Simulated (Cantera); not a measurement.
BN + Cl2 + H2O (nitride etching)

Input: 1 mol BN, a varied amount of Cl2, 11 mol H2O, equilibrated at 777 °C and 0.540 Torr.

Cantera equilibrium calculation (NASA polynomials, part measured and part estimated; ideal gas, pure solids and liquids). Candidate condensed phases: B, BN, B2O3, B3O3H3, H2O, NH4Cl; 49 gas species. Gases not in the tables: H3BO3. The numbers say what is thermodynamically allowed, not how fast it happens.

From 1.2 mol Cl2 to 5.1 mol Cl2 the condensed part is B2O3(l). The share of B in condensed phases is highest at 5.1 mol Cl2 (96.6 %) and lowest at 1.5 mol Cl2 (95.6 %).

| n(Cl2) (mol) | x H2O | x HCl | x O2 | x N2 | x H2 | x HBO2 | x Cl2 | n B2O3(l) |
|---|---|---|---|---|---|---|---|---|
| 1.2 | 0.746 | 0.189 | <1e-12 | 0.0393 | 0.0236 | 0.00228 | 1.32e-10 | 0.478 |
| 1.3 | 0.740 | 0.203 | <1e-12 | 0.0390 | 0.0156 | 0.00227 | 2.30e-10 | 0.478 |
| 1.5 | 0.728 | 0.231 | 7.39e-7 | 0.0384 | 1.14e-5 | 0.00226 | 4.06e-7 | 0.478 |
| 1.8 | 0.682 | 0.267 | 0.0110 | 0.0371 | 8.75e-8 | 0.00218 | 7.11e-5 | 0.479 |
| 2 | 0.653 | 0.290 | 0.0180 | 0.0363 | 6.55e-8 | 0.00213 | 0.000112 | 0.479 |
| 2.3 | 0.611 | 0.323 | 0.0279 | 0.0352 | 4.93e-8 | 0.00207 | 0.000185 | 0.479 |
| 2.6 | 0.572 | 0.354 | 0.0372 | 0.0341 | 4.00e-8 | 0.00200 | 0.000273 | 0.480 |
| 3 | 0.524 | 0.392 | 0.0488 | 0.0328 | 3.20e-8 | 0.00191 | 0.000419 | 0.480 |
| 3.4 | 0.479 | 0.427 | 0.0594 | 0.0315 | 2.65e-8 | 0.00183 | 0.000600 | 0.481 |
| 3.9 | 0.428 | 0.467 | 0.0716 | 0.0301 | 2.15e-8 | 0.00173 | 0.000883 | 0.482 |
| 4.4 | 0.381 | 0.503 | 0.0827 | 0.0288 | 1.79e-8 | 0.00163 | 0.00124 | 0.482 |
| 5.1 | 0.322 | 0.549 | 0.0966 | 0.0272 | 1.40e-8 | 0.00150 | 0.00188 | 0.483 |
x: gas mole fraction; n: condensed amount in mol.
